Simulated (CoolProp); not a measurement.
R1234ze(E) along the isotherm 143.95 °C: Z from the reference equation and from simpler models built on Tc = 109.4 °C, pc = 3.635 MPa, ω = 0.313; each cubic takes its own stable root.

Model: reference Helmholtz-energy equation of state, Thol 2016, in CoolProp.

```csv
p (MPa),phase,reference
1,gas,0.9258
2,gas,0.8458
3,gas,0.7572
4,supercritical,0.6557
5,supercritical,0.5388
6,supercritical,0.4321
7,supercritical,0.3925
8,supercritical,0.3958
9,supercritical,0.4134
10,supercritical,0.4366
11,supercritical,0.4622
12,supercritical,0.4892
13,supercritical,0.5168
14,supercritical,0.5448
15,supercritical,0.5729
```

Q: How far does each simpler model (Redlich-Kwong, Soave-Redlich-Kwong) lie from the reference over these 15 states: mean and median of the absolute difference, and the worst?

A: 
- Redlich-Kwong: mean 6.3 %, median 8.4 %, worst +10.0 % at 143.95 °C and 10 MPa
- Soave-Redlich-Kwong: mean 10.7 %, median 13.1 %, worst +18.2 % at 143.95 °C and 8 MPa
